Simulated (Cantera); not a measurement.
An adiabatic, constant-volume homogeneous reactor starts with 12.2 % CO, 5.98 % H2, 17.2 % O2, 64.6 % N2, equivalence ratio 0.53, at 1548 K and 760 Torr.

Model: GRI-Mech 3.0 (53 species, 325 reactions), integrated in Cantera.

One state of this run: T (K) = 2713; P (bar) = 1.66; x CO = 0.0285; x H2 = 0.00222; x O2 = 0.0855; x H2O2 = 2.18e-7; x O = 0.00870; x NO2 = 1.15e-5; x NO = 0.0193. x: mole fraction; the columns are a selection and need not sum to one.

Question: Which value of t (s) does it belong to?
A) 8.46e-6
B) 2.38e-5
C) 2.13
D) 0.00151

Answer: C, 2.13
